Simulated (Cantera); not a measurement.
Input (Python, Cantera) and output of one run.

```python
import numpy as np
import cantera as ct

gas_names = """
    F FO FO2 F2 F2O H HF HOF HO2 H2 H2F2 H2O H2O2 H3F3 H4F4 H5F5 H6F6 H7F7 O OH O2 O3
""".split()
cond_names = """
    H2O(s) H2O(L)
""".split()


def load(file, names, dense=False):
    # The tables refer to 1 bar. Condensed volumes are neglected.
    table = {s.name: s for s in ct.Species.list_from_file(file)}
    out = []
    for n in names:
        d = dict(table[n].input_data)
        d["thermo"] = dict(d["thermo"], **{"reference-pressure": 1e5})
        if dense:
            d["equation-of-state"] = {"model": "constant-volume", "density": "1e6 g/cm^3"}
        out.append(ct.Species.from_dict(d))
    return out


gas = ct.Solution(thermo="ideal-gas", species=load("nasa_gas.yaml", gas_names))
cond = {s.name: ct.Solution(thermo="fixed-stoichiometry", species=[s], name=s.name)
        for s in load("nasa_condensed.yaml", cond_names, dense=True)}
atoms = {
    'HF': {'H': 1, 'F': 1},
    'H2O': {'H': 2, 'O': 1},
    'H2': {'H': 2},
}
top_T = {}  # K; cautious upper limits of use, not melting points


def equilibrate(T, P, feed):
    n = {}
    for name, mol in feed.items():
        for a, k in atoms[name].items():
            n[a] = n.get(a, 0.0) + k * mol
    gas.TPX = T, P, n
    mass = sum(n.values()) * gas.mean_molecular_weight
    gas.equilibrate("TP")
    valid = [c for c in cond.values() if c.min_temp <= T <= top_T.get(c.name, c.max_temp)]
    mix = ct.Mixture([(gas, mass / gas.mean_molecular_weight)] + [(c, 0.0) for c in valid])
    mix.T, mix.P = T, P
    mix.equilibrate("TP", solver="vcs", rtol=1e-11, max_steps=5000)
    return mix


results = []
feed = {'HF': 1, 'H2O': 1.2, 'H2': 0.55}  # mol
T = 3048  # K
P = 10000  # Pa
mix = equilibrate(T, P, feed)
results.append((T, P, feed, dict(zip(mix.species_names, mix.species_moles))))
print(gas.report(threshold=1e-06))
for i in range(1, mix.n_phases):
    print(f"{mix.phase(i).name:16s} {mix.phase_moles(i):12.5e} mol")
```

Output:

```
       temperature   3048 K
          pressure   10000 Pa
           density   0.0046519 kg/m^3
  mean mol. weight   11.789 kg/kmol
   phase of matter   gas

                          1 kg             1 kmol
                     ---------------   ---------------
          enthalpy        3.8953e+06        4.5922e+07  J
   internal energy        1.7457e+06         2.058e+07  J
           entropy             21902         2.582e+05  J/K
    Gibbs function       -6.2861e+07       -7.4107e+08  J
 heat capacity c_p            2973.8             35058  J/K
 heat capacity c_v            2268.6             26744  J/K

                      mass frac. Y      mole frac. X     chem. pot. / RT
                     ---------------   ---------------   ---------------
                 F         0.0041126          0.002552           -27.952
                 H          0.020581           0.24071           -12.478
                HF           0.46384           0.27332            -40.43
               HO2        1.6315e-05        5.8274e-06           -48.969
                H2          0.029728           0.17384           -24.956
               H2O           0.23426            0.1533           -43.202
                 O          0.083718          0.061688           -18.245
                OH           0.10548          0.073116           -30.724
                O2          0.058266          0.021467           -36.491
     [  +13 minor]        8.8511e-07        2.9513e-07
```

These are equilibrium values from Cantera (NASA tables, ideal gas, pure condensed phases), not measurements of a reactor.
